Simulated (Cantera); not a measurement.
A closed system holds: 1 mol SiH4, 0.72 mol NO, a varied amount of N2, 0.77 mol CO2, held at 552 °C and 39.0 Torr.

Equilibrium computed with Cantera from the NASA thermochemical tables; the gas is ideal and each condensed phase is pure. Candidate condensed phases: C, C6H6, C7H8, C8H18, H2O, Si, SiC, SiO2, Si2N2O, Si3N4; 151 gas species. Kinetics and transport are ignored.

x: gas mole fraction; n: condensed amount in mol.

```json
[
 {"n(N2) (mol)": "8.4", "x N2": "0.799", "x H2": "0.177", "x CO": "0.0196", "x H2O": "0.00228", "x CH4": "0.00148", "x CO2": "0.000902", "n C(graphite)": "0.529", "n SiO2(α-quartz)": "1.00"},
 {"n(N2) (mol)": "11", "x N2": "0.837", "x H2": "0.144", "x CO": "0.0164", "x H2O": "0.00154", "x CH4": "0.000973", "x CO2": "0.000627", "n C(graphite)": "0.526", "n SiO2(α-quartz)": "1.00"},
 {"n(N2) (mol)": "14", "x N2": "0.866", "x H2": "…", "x CO": "…", "x H2O": "…", "x CH4": "…", "x CO2": "…", "n C(graphite)": "0.524", "n SiO2(α-quartz)": "1.00"},
 {"n(N2) (mol)": "18", "x N2": "0.892", "x H2": "0.0956", "x CO": "0.0113", "x H2O": "0.000710", "x CH4": "0.000430", "x CO2": "0.000300", "n C(graphite)": "0.522", "n SiO2(α-quartz)": "1.00"},
 {"n(N2) (mol)": "23", "x N2": "0.913", "x H2": "…", "x CO": "…", "x H2O": "…", "x CH4": "…", "x CO2": "…", "n C(graphite)": "0.520", "n SiO2(α-quartz)": "1.00"},
 {"n(N2) (mol)": "30", "x N2": "0.931", "x H2": "0.0607", "x CO": "0.00742", "x H2O": "0.000296", "x CH4": "0.000173", "x CO2": "0.000129", "n C(graphite)": "0.518", "n SiO2(α-quartz)": "1.00"},
 {"n(N2) (mol)": "39", "x N2": "0.946", "x H2": "0.0477", "x CO": "0.00590", "x H2O": "0.000185", "x CH4": "0.000107", "x CO2": "8.16e-5", "n C(graphite)": "0.517", "n SiO2(α-quartz)": "1.00"},
 {"n(N2) (mol)": "50", "x N2": "0.957", "x H2": "0.0378", "x CO": "0.00472", "x H2O": "0.000117", "x CH4": "6.71e-5", "x CO2": "5.22e-5", "n C(graphite)": "0.515", "n SiO2(α-quartz)": "1.00"},
 {"n(N2) (mol)": "65", "x N2": "0.967", "x H2": "0.0294", "x CO": "0.00371", "x H2O": "7.16e-5", "x CH4": "4.07e-5", "x CO2": "3.22e-5", "n C(graphite)": "0.514", "n SiO2(α-quartz)": "1.00"},
 {"n(N2) (mol)": "83", "x N2": "0.974", "x H2": "0.0233", "x CO": "0.00295", "x H2O": "4.50e-5", "x CH4": "2.55e-5", "x CO2": "2.04e-5", "n C(graphite)": "0.513", "n SiO2(α-quartz)": "1.00"},
 {"n(N2) (mol)": "110", "x N2": "0.980", "x H2": "0.0177", "x CO": "0.00226", "x H2O": "2.62e-5", "x CH4": "1.47e-5", "x CO2": "1.20e-5", "n C(graphite)": "0.513", "n SiO2(α-quartz)": "1.00"}
]
```

Task: What belongs in the gaps?

Result: 
- 14, x H2: 0.118
- 14, x CO: 0.0137
- 14, x H2O: 0.00106
- 14, x CH4: 0.000657
- 14, x CO2: 0.000442
- 23, x H2: 0.0771
- 23, x CO: 0.00928
- 23, x H2O: 0.000470
- 23, x CH4: 0.000280
- 23, x CO2: 0.000202
